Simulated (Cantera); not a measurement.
A perfectly stirred reactor is fed with CH4 : H2 = 1 : 15 (molar parts), at 7.28 Torr; it is held at 1825 K, and followed from long to short residence time.

Cantera simulation using GRI-Mech 3.0 (53 species, 325 reactions); the numbers are that mechanism's predictions, not measurements. GRI-Mech 3.0 stops at C3 and has no aromatics, soot or wall deposition, so with more carbon than oxygen in the feed, carbon stays in small species such as C2H2 where larger ones or solid carbon would form. Radical loss at walls, strong at low pressure, is not modelled.

Task: What does this change do: pressure from 7.28 Torr to 100.0 Torr?

Result: 
```csv
quantity,before,after
x(CH4) at τ = 0.480 s,0.0200,0.0120
x(H2) at τ = 0.480 s,0.957,0.963
x(C2H2) at τ = 0.480 s,0.0194,0.0235
x(C2H6) at τ = 0.480 s,1.57e-6,8.52e-7
x(CH2) at τ = 0.480 s,2.63e-6,3.64e-7
x(CH4) at τ = 42.0 ms,0.0510,0.0330
x(H2) at τ = 42.0 ms,0.941,0.952
x(C2H2) at τ = 42.0 ms,0.00428,0.0134
x(C2H6) at τ = 42.0 ms,5.53e-6,5.79e-6
x(CH2) at τ = 42.0 ms,2.48e-6,7.98e-7
```

Task: What does this change do: temperature 1825 to 1700 K?

Result: 
```tsv
quantity	before	after
x(CH4) at τ = 0.480 s	0.0200	0.0403
x(H2) at τ = 0.480 s	0.957	0.948
x(C2H2) at τ = 0.480 s	0.0194	0.00989
x(C2H6) at τ = 0.480 s	1.57e-6	3.95e-6
x(CH2) at τ = 0.480 s	2.63e-6	6.45e-7
x(CH4) at τ = 42.0 ms	0.0510	0.0610
x(H2) at τ = 42.0 ms	0.941	0.938
x(C2H2) at τ = 42.0 ms	0.00428	0.000346
x(C2H6) at τ = 42.0 ms	5.53e-6	2.83e-6
x(CH2) at τ = 42.0 ms	2.48e-6	2.22e-7
```
